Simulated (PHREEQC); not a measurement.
Solution (25 °C): 0.068 mol NaOH per kg of water. Closed to the air; pH follows from the charge balance.

Model: ion-association model, phreeqc.dat, run in PHREEQC.

```tsv
quantity	before	after
pH	12.73	11.12
ionic strength (mol/kgw)	0.0680	0.0680
```

Problem. Name the change that produced these shifts.
A) temperature from 25 to 90 °C
B) NaOH from 0.068 to 0.0068 mol/kgw
C) diluted 100-fold with water
D) NaOH from 0.068 to 0.0748 mol/kgw
E) NaOH replaced by NaBF4 at the same molality

Solution. A, temperature from 25 to 90 °C

Precipitation was switched off in this run. Constants without temperature data keep their 25 °C values here.
